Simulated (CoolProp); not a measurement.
The fluid at 483.58 K and 3.05 MPa expands adiabatically to 1.14 MPa with isentropic efficiency 1. The same conditions are run with several fluids, on thermodynamics alone (safety and materials aside).

The numbers come from the reference Helmholtz-energy equation of state of each fluid (methanol: de Reuck 1993; cis-2-butene: Lemmon 2005; sulfur dioxide: Gao 2016; R407C: Lemmon 2003; ethane: Bücker 2006) in CoolProp. Blends and air are pseudo-pure fits.

Task: Rank methanol, cis-2-butene, sulfur dioxide, R407C, ethane by work (kJ/kg), highest first.

Result: ethane (120), methanol (93.8), cis-2-butene (57.7), sulfur dioxide (51.5), R407C (41.0)

```json
[
 {"fluid": "methanol", "final temperature (K)": "418.3", "final density (kg/m³)": "12.6"},
 {"fluid": "cis-2-butene", "final temperature (K)": "441.6", "final density (kg/m³)": "19.3"},
 {"fluid": "sulfur dioxide", "final temperature (K)": "397.2", "final density (kg/m³)": "23.8"},
 {"fluid": "R407C", "final temperature (K)": "437.6", "final density (kg/m³)": "28.3"},
 {"fluid": "ethane", "final temperature (K)": "428.7", "final density (kg/m³)": "9.87"}
]
```
